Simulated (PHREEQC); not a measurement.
Solution (25 °C): 0.018 mol HBr, 0.18 mol AlCl3 and 0.0054 mol CuCl2 per kg of water. Closed to the air; pH follows from the charge balance.

Computed with PHREEQC (ion-association model, phreeqc.dat).

| Property | Value |
|---|---|
| pH | 1.87 |
| ionic strength | 1.11 mol/kgw |
| activity of water | 0.987 |
| density | 1.019 g/cm³ |
| total alkalinity | -18.0 meq/kg |

```tsv
species	molality	activity	log γ
Cl-	0.549	0.332	-0.219
Al+3	0.180	0.0120	-1.175
H+	0.0181	0.0134	-0.131
Br-	0.0180	0.00981	-0.264
Cu+2	0.00408	0.000816	-0.699
CuCl+	0.00122	0.000728	-0.225
CuCl2	0.000100	0.000130	0.111
AlOH+2	4.95e-5	8.81e-6	-0.749
CuCl3-	2.56e-7	1.52e-7	-0.225
Al(OH)2+	7.85e-9	5.10e-9	-0.187
CuCl4-2	1.55e-9	2.53e-10	-0.787
CuOH+	1.01e-9	6.02e-10	-0.225
```

Precipitation was switched off in this run. Ionic strength above about 0.7 mol/kgw puts this run outside the model's range. Complexes and solids missing from the database can't appear.
